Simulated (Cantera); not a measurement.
# Catalytic stagnation flow on Pt

A jet of CH₄ : O₂ : N₂ = 0.034 : 0.15 : 0.79 (molar parts) at 300 K and 255 Torr hits a platinum plate 3.4 cm away at a mass flux of 0.036 kg/m²/s; the plate temperature is set and raised in steps from an oxygen-covered start.

Model: Deutschmann's 1995 Pt surface mechanism with GRI-Mech 3.0 gas chemistry, integrated in Cantera. Catalytic surfaces can have several steady states; this one follows from the mechanism file's or the stated starting coverage.

```csv
plate T (K),wall x CH₄,wall x O₂,wall x H₂O,wall x OH,wall x CO,wall x CO₂,θ free Pt,θ O*,θ OH*
950,0.0124,0.106,0.0419,6.96e-8,5.41e-6,0.0277,0.195,0.802,0.00256
1000,0.00803,0.0967,0.0498,1.87e-7,4.72e-6,0.0330,0.258,0.739,0.00256
1050,0.00545,0.0914,0.0544,4.46e-7,4.22e-6,0.0361,0.322,0.675,0.00242
1100,0.00389,0.0883,0.0571,9.63e-7,3.94e-6,0.0378,0.386,0.612,0.00222
1150,0.00243,0.0859,0.0594,2.02e-6,6.81e-6,0.0388,0.448,0.550,0.00201
1200,0.00148,0.0840,0.0613,3.79e-6,8.94e-6,0.0398,0.508,0.490,0.00180
1250,0.000584,0.0818,0.0637,6.80e-6,1.15e-5,0.0410,0.566,0.433,0.00161
```
x: mole fraction at the wall; θ: surface coverage.
